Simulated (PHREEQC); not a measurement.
**Acid rinse or clean: speciation**

Dissolve 0.024 mol/kgw HNO3, 0.0016 mol/kgw CaCl2 and 0.00061 mol/kgw CuCl2 at 41 °C. Closed to the air; pH follows from the charge balance.

The numbers come from PHREEQC with the ion-association model, phreeqc.dat.

This is a speciation only: nothing precipitates in the calculation.

### Question
Estimate the pH, specific conductance.

### Answer
pH 1.68; specific conductance 13200 µS/cm.

### Question
In which forms is Cu present?

### Answer
Cu+2 99 %, CuCl+ 1.3 % of the Cu.

Complexes and solids missing from the database can't appear. Constants without temperature data keep their 25 °C values here.
